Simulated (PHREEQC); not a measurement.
Dissolve 0.053 mol H2SO4, 0.00082 mol ZnSO4 and 0.013 mol MgSO4 per kg of water at 25 °C. Closed to the air; pH follows from the charge balance.

Equilibrium calculation in PHREEQC: ion-association model, wateq4f.dat.

Precipitation was switched off in this run.

Task: Order these Zn species by the share of Zn that they hold, largest first: Zn+2, Zn(SO4)2-2, ZnSO4.

Result: Zn+2 (59 %), ZnSO4 (35 %), Zn(SO4)2-2 (5.4 %)

The pH is 1.29 and the ionic strength 0.107 mol/kgw.
